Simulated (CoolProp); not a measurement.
Saturated liquid density (kg/m³) of ethane: the reference equation beside estimates from Tc = 305.3 K, pc = 48.72 bar, ω = 0.099.

Computed with CoolProp (reference Helmholtz-energy equation of state, Bücker 2006).

```
T (K)  reference  Redlich-Kwong  Soave-Redlich-Kwong
-----  ---------  -------------  -------------------
242.9        [?]          423.1                429.2
248        451.6          412.2                418.4
253.1      442.4          400.8                  [?]
258.3      432.4          388.5                394.9
263.4      422.1          375.7                382.1
268.5        [?]          362.1                  [?]
273.6      399.2          347.6                353.8
278.8      386.0          331.6                337.6
283.9        [?]            [?]                320.0
289        354.9            [?]                300.3
294.2      334.5          272.6                276.9
```

Task: Complete the blanks.

Result: 
- 242.9, reference: 460.4
- 253.1, Soave-Redlich-Kwong: 407.1
- 268.5, reference: 411.1
- 268.5, Soave-Redlich-Kwong: 368.5
- 283.9, reference: 371.5
- 283.9, Redlich-Kwong: 314.5
- 289, Redlich-Kwong: 295.3

Absolute difference from the reference over all 11 rows, mean and median: Redlich-Kwong 12.5 and 11.9 %, Soave-Redlich-Kwong 11.0 and 10.4 %.
